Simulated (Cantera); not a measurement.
Adiabatic ignition

An adiabatic, constant-pressure homogeneous reactor starts with C3H8 : O2 : N2 = 1 : 6.25 : 23.5 (molar parts), equivalence ratio 0.80, at 1475 K and 10.0 bar.

Model: GRI-Mech 3.0 (53 species, 325 reactions), integrated in Cantera. GRI-Mech 3.0 was tuned for natural gas; its chemistry of propane as a main component is partial and can be far from experiment.

| t (s) | T (K) | x C3H8 | x O2 | x OH | x C2H4 | x NO | x CH2O |
|---|---|---|---|---|---|---|---|
| 2.00e-6 | 1473 | 0.0320 | 0.203 | 4.52e-6 | 0.000453 | <1e-12 | 7.58e-5 |
| 5.34e-6 | 1473 | 0.0304 | 0.202 | 7.74e-6 | 0.00202 | 1.52e-12 | 0.000532 |
| 1.43e-5 | 1481 | 0.0247 | 0.198 | 1.60e-5 | 0.00752 | 1.30e-11 | 0.00209 |
| 3.81e-5 | 2789 | <1e-12 | 0.0457 | 0.0148 | <1e-12 | 0.000464 | 3.56e-10 |
| 0.000102 | 2817 | <1e-12 | 0.0434 | 0.0140 | <1e-12 | 0.00303 | 2.95e-10 |
| 0.000271 | 2809 | <1e-12 | 0.0410 | 0.0135 | <1e-12 | 0.00806 | 2.95e-10 |
| 0.000724 | 2801 | <1e-12 | 0.0386 | 0.0131 | <1e-12 | 0.0135 | 2.95e-10 |
| 0.00193 | 2799 | <1e-12 | 0.0379 | 0.0130 | <1e-12 | 0.0149 | 2.95e-10 |
| 0.00516 | 2799 | <1e-12 | 0.0379 | 0.0130 | <1e-12 | 0.0150 | 2.95e-10 |
| 0.0138 | 2799 | <1e-12 | 0.0379 | 0.0130 | <1e-12 | 0.0150 | 2.95e-10 |
| 0.0368 | 2799 | <1e-12 | 0.0379 | 0.0130 | <1e-12 | 0.0150 | 2.95e-10 |
| 0.0982 | 2799 | <1e-12 | 0.0379 | 0.0130 | <1e-12 | 0.0150 | 2.95e-10 |
| 0.262 | 2799 | <1e-12 | 0.0379 | 0.0130 | <1e-12 | 0.0150 | 2.95e-10 |
| 0.700 | 2799 | <1e-12 | 0.0379 | 0.0130 | <1e-12 | 0.0150 | 2.95e-10 |
x: mole fraction; the columns are a selection and need not sum to one.

```
Property                                                           Value
---------------------------------  -------------------------------------
time of steepest temperature rise                                27.0 µs
temperature at 0.700 s                                            2799 K
equilibrium temperature                                           2799 K
x(C3H8) at 0.700 s                 <1e-12 (gas-phase equilibrium <1e-12)
x(O2) at 0.700 s                   0.0379 (gas-phase equilibrium 0.0379)
x(OH) at 0.700 s                   0.0130 (gas-phase equilibrium 0.0130)
```
